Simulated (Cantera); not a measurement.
Cantera run:

```python
import numpy as np
import cantera as ct

gas_names = """
    C CO COS CO2 CS CS2 C2 C2O C3 C3O2 C4 C5 Fe FeC5O5 FeO O O2 O3 S SO SO2 SO3 S2 S2O S8
""".split()
cond_names = """
    C(gr) Fe(a) Fe(c) Fe(d) Fe(L) FeC5O5(L) FeO(s) FeO(L) FeS(a) FeS(b) FeS(c) FeS(L) FeSO4(s) FeS2(s)
    Fe2O3(s) Fe2S3O12(s) Fe3O4(s) S(cr1) S(cr2) S(L)
""".split()


# ... load() reads the species with a 1 bar reference pressure and builds the phases ...
atoms = {
    'Fe2O3': {'Fe': 2, 'O': 3},
    'SO2': {'S': 1, 'O': 2},
    'CO2': {'C': 1, 'O': 2},
}
top_T = {'C(gr)': 4500, 'FeSO4(s)': 950, 'FeS2(s)': 1010, 'Fe2O3(s)': 1830, 'Fe2S3O12(s)': 1100, 'Fe3O4(s)': 1870}  # K; cautious upper limits of use, not melting points


# ... equilibrate(T, P, feed) seeds the gas with the atoms and calls Mixture.equilibrate('TP', solver="vcs", rtol=1e-11, max_steps=5000) ...
results = []
feed = {'Fe2O3': 1, 'SO2': 1.7, 'CO2': 0.73}  # mol
T = 898  # K
P = 10000  # Pa
mix = equilibrate(T, P, feed)
results.append((T, P, feed, dict(zip(mix.species_names, mix.species_moles))))
x = sorted(zip(gas.X, gas.species_names), reverse=True)
print(f"T = {T:g} K  P = {P:g} Pa  gas = {mix.phase_moles(0):.4g} mol")
print("   x: " + "  ".join(f"{s} {v:.3e}" for v, s in x if v > 1e-06))
print("   condensed (mol): " + ("  ".join(f"{mix.phase(i).name} {mix.phase_moles(i):.4g}"
      for i in range(1, mix.n_phases) if mix.phase_moles(i) > 1e-12) or "none"))
```

Result:

```
T = 898 K  P = 10000 Pa  gas = 2.43 mol
   x: SO2 6.996e-01  CO2 3.004e-01  SO3 1.400e-06  CO 1.319e-06
   condensed (mol): Fe2O3(s) 1
```

Method: chemical equilibrium by Gibbs-energy minimisation in Cantera with the NASA 1993 tables (ideal gas, pure condensed phases).
